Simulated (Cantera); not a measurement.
What does this Cantera script print?

```python
import numpy as np
import cantera as ct

gas_names = """
    Cr CrO CrO2 CrO3 H HO2 H2 H2O H2O2 O OH O2 O3
""".split()
cond_names = """
    Cr(cr) Cr(L) Cr2O3(s) Cr2O3(L) H2O(s) H2O(L)
""".split()


# ... load() reads the species with a 1 bar reference pressure and builds the phases ...
atoms = {
    'Cr': {'Cr': 1},
    'H2O': {'H': 2, 'O': 1},
    'H2': {'H': 2},
}
top_T = {}  # K; cautious upper limits of use, not melting points


# ... equilibrate(T, P, feed) seeds the gas with the atoms and calls Mixture.equilibrate('TP', solver="vcs", rtol=1e-11, max_steps=5000) ...
results = []
feed = {'Cr': 1, 'H2O': 0.056, 'H2': 2.6}  # mol
P = 13  # Pa
for T in [750, 900, 1050, 1200, 1350, 1500, 1650, 1800, 1950, 2100, 2250, 2400]:
    mix = equilibrate(T, P, feed)
    results.append((T, P, feed, dict(zip(mix.species_names, mix.species_moles))))
    x = sorted(zip(gas.X, gas.species_names), reverse=True)
    print(f"T = {T:g} K  P = {P:g} Pa  gas = {mix.phase_moles(0):.4g} mol")
    print("   x: " + "  ".join(f"{s} {v:.3e}" for v, s in x if v > 0.001))
    print("   condensed (mol): " + ("  ".join(f"{mix.phase(i).name} {mix.phase_moles(i):.4g}"
          for i in range(1, mix.n_phases) if mix.phase_moles(i) > 1e-12) or "none"))
```

Result:

```
T = 750 K  P = 13 Pa  gas = 2.656 mol
   x: H2 1.000e+00
   condensed (mol): Cr(cr) 0.9627  Cr2O3(s) 0.01867
T = 900 K  P = 13 Pa  gas = 2.656 mol
   x: H2 1.000e+00
   condensed (mol): Cr(cr) 0.9627  Cr2O3(s) 0.01867
T = 1050 K  P = 13 Pa  gas = 2.656 mol
   x: H2 1.000e+00
   condensed (mol): Cr(cr) 0.9627  Cr2O3(s) 0.01865
T = 1200 K  P = 13 Pa  gas = 2.656 mol
   x: H2 9.999e-01
   condensed (mol): Cr(cr) 0.9628  Cr2O3(s) 0.01858
T = 1350 K  P = 13 Pa  gas = 2.657 mol
   x: H2 9.992e-01
   condensed (mol): Cr(cr) 0.963  Cr2O3(s) 0.0183
T = 1500 K  P = 13 Pa  gas = 2.67 mol
   x: H2 9.929e-01  Cr 4.327e-03  H 1.538e-03  H2O 1.232e-03
   condensed (mol): Cr(cr) 0.9533  Cr2O3(s) 0.01757
T = 1650 K  P = 13 Pa  gas = 2.871 mol
   x: H2 9.186e-01  Cr 7.083e-02  H 7.637e-03  H2O 2.806e-03
   condensed (mol): Cr(cr) 0.7646  Cr2O3(s) 0.01589
T = 1800 K  P = 13 Pa  gas = 3.693 mol
   x: H2 6.974e-01  Cr 2.659e-01  H 2.622e-02  H2O 8.725e-03  CrO 1.744e-03
   condensed (mol): Cr2O3(s) 0.005731
T = 1950 K  P = 13 Pa  gas = 3.81 mol
   x: H2 6.451e-01  Cr 2.595e-01  H 8.075e-02  H2O 1.155e-02  CrO 2.963e-03
   condensed (mol): none
T = 2100 K  P = 13 Pa  gas = 4.067 mol
   x: H2 5.424e-01  Cr 2.426e-01  H 2.013e-01  H2O 9.859e-03  CrO 3.317e-03
   condensed (mol): none
T = 2250 K  P = 13 Pa  gas = 4.573 mol
   x: H 3.984e-01  H2 3.741e-01  Cr 2.152e-01  H2O 6.866e-03  CrO 3.420e-03  OH 1.098e-03
   condensed (mol): none
T = 2400 K  P = 13 Pa  gas = 5.298 mol
   x: H 6.113e-01  H2 1.920e-01  Cr 1.861e-01  O 3.468e-03  H2O 2.780e-03  CrO 2.629e-03  OH 1.627e-03
   condensed (mol): none
```

Cantera equilibrium calculation (NASA polynomials, part measured and part estimated; ideal gas, pure solids and liquids). Mutual solubility and eutectic melting of coexisting phases are not modelled.
